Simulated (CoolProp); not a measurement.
Model: reference Helmholtz-energy equation of state, Zhou 2012, in CoolProp.

Q: For o-xylene, give the phase and the Z, isothermal compressibility (1/MPa) at 620 K and 7010 kPa; 620 K and 8180 kPa.

A: 
- 620 K and 7010 kPa: liquid; Z 0.271, isothermal compressibility 0.0238
- 620 K and 8180 kPa: liquid; Z 0.309, isothermal compressibility 0.0187
